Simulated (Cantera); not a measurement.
Input: 1 mol SiH2Cl2, 0.054 mol Cl2, 110 mol H2, held at 825 K and 10000 Pa.

Equilibrium computed with Cantera from the NASA thermochemical tables; the gas is ideal and each condensed phase is pure. Candidate condensed phases: Si; 19 gas species. Kinetics and transport are ignored.

Base state: H2 0.994, SiCl4 0.00259, SiHCl3 0.00225, HCl 0.00141, SiH2Cl2 0.000166 (mole fractions); condensed: Si(s).

### Question
What changes in the equilibrium state with this change: 0.49 mol CH4 added?

### Answer
| species | before | after |
|---|---|---|
| H2 | 0.994 | 0.993 |
| SiCl4 | 0.00259 | 0.00289 |
| HCl | 0.00141 | 0.00223 |
| SiHCl3 | 0.00225 | 0.00159 |
| CH4 | 0 | 3.02e-5 |
| SiH2Cl2 | 0.000166 | 7.39e-5 |
| Si(s), mol | 0.440 | 0 |
| SiC(s), mol | 0 | 0.487 |
Further candidate phases: C, C6H6, C7H8, C8H18, SiC.
